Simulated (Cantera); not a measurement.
Cantera run, input and output.

```python
import numpy as np
import cantera as ct

gas = ct.Solution("gri30.yaml", transport_model="mixture-averaged")
show = ['NO', 'CO2', 'OH']

rows = []
print(f"{'T/K':>7s}{'rho':>11s}{'cp':>10s}{'mu':>11s}{'lambda':>11s}{'Pr':>7s}" + "".join(f"{'D_' + s:>11s}" for s in show))
for T in [400, 650, 900, 1150, 1400, 1650, 1900, 2150, 2400]:
    gas.TPX = T, 170, {'N2': 0.18, 'CH3OH': 0.77}
    Pr = gas.cp_mass * gas.viscosity / gas.thermal_conductivity
    D = [gas.mix_diff_coeffs_mole[gas.species_index(s)] for s in show]
    rows.append([gas.density, gas.cp_mass, gas.viscosity, gas.thermal_conductivity, Pr, *D])
    print(f"{T:7g}{gas.density:11.4e}{gas.cp_mass:10.1f}{gas.viscosity:11.4e}"
          f"{gas.thermal_conductivity:11.4e}{Pr:7.3f}" + "".join(f"{d:11.4e}" for d in D))
print("SI units: kg/m3, J/kg/K, Pa s, W/m/K, m2/s")
```

Result:

```
    T/K        rho        cp         mu     lambda     Pr       D_NO      D_CO2       D_OH
    400 1.5988e-03    1509.5 1.4333e-05 2.9019e-02  0.746 1.6218e-02 1.1934e-02 2.5533e-02
    650 9.8390e-04    2020.8 2.2704e-05 5.9812e-02  0.767 3.8771e-02 2.9821e-02 6.0542e-02
    900 7.1060e-04    2389.0 3.0136e-05 9.2423e-02  0.779 6.8196e-02 5.3678e-02 1.0609e-01
   1150 5.5612e-04    2675.5 3.6753e-05 1.2410e-01  0.792 1.0359e-01 8.2613e-02 1.6083e-01
   1400 4.5681e-04    2877.7 4.2733e-05 1.5413e-01  0.798 1.4440e-01 1.1608e-01 2.2392e-01
   1650 3.8760e-04    3026.2 4.8220e-05 1.8234e-01  0.800 1.9024e-01 1.5371e-01 2.9479e-01
   1900 3.3660e-04    3134.5 5.3326e-05 2.0873e-01  0.801 2.4081e-01 1.9525e-01 3.7299e-01
   2150 2.9746e-04    3214.2 5.8133e-05 2.3337e-01  0.801 2.9591e-01 2.4052e-01 4.5819e-01
   2400 2.6647e-04    3274.2 6.2704e-05 2.5634e-01  0.801 3.5535e-01 2.8937e-01 5.5011e-01
SI units: kg/m3, J/kg/K, Pa s, W/m/K, m2/s
```

Cantera simulation using GRI-Mech 3.0 (53 species, 325 reactions); the numbers are that mechanism's predictions, not measurements. Polar gases are described roughly by these parameters. The composition is frozen, though it would react at the higher temperatures.
